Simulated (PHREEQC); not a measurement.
Dissolve 0.057 mol/kgw HF, 0.098 mol/kgw H2SiF6, 0.0025 mol/kgw HBF4 and 0.18 mol/kgw HCl at 20 °C. Closed to the air; pH follows from the charge balance.

The numbers come from PHREEQC with the ion-association model, wateq4f.dat.

Each row changes one thing in this solution. No solid was allowed to form.

```json
[
 {"case": "as made", "pH": "0.54", "ionic strength (mol/kgw)": "0.477", "HF (mol/kgw)": "0.0436", "H2F2 (mol/kgw)": "0.00660", "F- (mol/kgw)": "0.000191", "HF2- (mol/kgw)": "3.42e-5", "SI of Quartz (SiO2)": "-2.37"},
 {"case": "diluted 100-fold with water", "pH": "2.47", "ionic strength (mol/kgw)": "0.00431", "HF (mol/kgw)": "0.00195", "H2F2 (mol/kgw)": "1.19e-5", "F- (mol/kgw)": "0.000450", "HF2- (mol/kgw)": "3.23e-6", "SI of Quartz (SiO2)": "+0.53"},
 {"case": "HBF4 replaced by NaF at the same molality", "pH": "0.54", "ionic strength (mol/kgw)": "0.474", "HF (mol/kgw)": "0.0451", "H2F2 (mol/kgw)": "0.00707", "F- (mol/kgw)": "0.000200", "HF2- (mol/kgw)": "3.70e-5", "SI of Quartz (SiO2)": "-2.47"},
 {"case": "HCl from 0.18 to 0.9 mol/kgw", "pH": "0.09", "ionic strength (mol/kgw)": "1.20", "HF (mol/kgw)": "0.0423", "H2F2 (mol/kgw)": "0.00732", "F- (mol/kgw)": "8.78e-5", "HF2- (mol/kgw)": "1.80e-5", "SI of Quartz (SiO2)": "-1.99"},
 {"case": "HCl left out", "pH": "0.81", "ionic strength (mol/kgw)": "0.297", "HF (mol/kgw)": "0.0438", "H2F2 (mol/kgw)": "0.00640", "F- (mol/kgw)": "0.000324", "HF2- (mol/kgw)": "5.59e-5", "SI of Quartz (SiO2)": "-2.74"},
 {"case": "HBF4 from 0.0025 to 0.025 mol/kgw", "pH": "0.51", "ionic strength (mol/kgw)": "0.499", "HF (mol/kgw)": "0.0437", "H2F2 (mol/kgw)": "0.00666", "F- (mol/kgw)": "0.000183", "HF2- (mol/kgw)": "3.30e-5", "SI of Quartz (SiO2)": "-2.35"},
 {"case": "0.0094 mol/kgw CdCl2 added", "pH": "0.54", "ionic strength (mol/kgw)": "0.487", "HF (mol/kgw)": "0.0435", "H2F2 (mol/kgw)": "0.00661", "F- (mol/kgw)": "0.000192", "HF2- (mol/kgw)": "3.44e-5", "SI of Quartz (SiO2)": "-2.38"},
 {"case": "HBF4 from 0.0025 to 0.00025 mol/kgw", "pH": "0.54", "ionic strength (mol/kgw)": "0.474", "HF (mol/kgw)": "0.0436", "H2F2 (mol/kgw)": "0.00659", "F- (mol/kgw)": "0.000192", "HF2- (mol/kgw)": "3.43e-5", "SI of Quartz (SiO2)": "-2.38"}
]
```

The ionic strength passes 0.7 mol/kgw, the rough limit of the ion-association models, in HCl from 0.18 to 0.9 mol/kgw. Species that the database lacks are ignored. Some of these states are supersaturated (in Quartz (slow to form), Chalcedony (slow to form), for instance). SiF6-2 is the database's only silicon fluoride. Real BF4- forms and hydrolyses slowly; the run takes it at equilibrium.
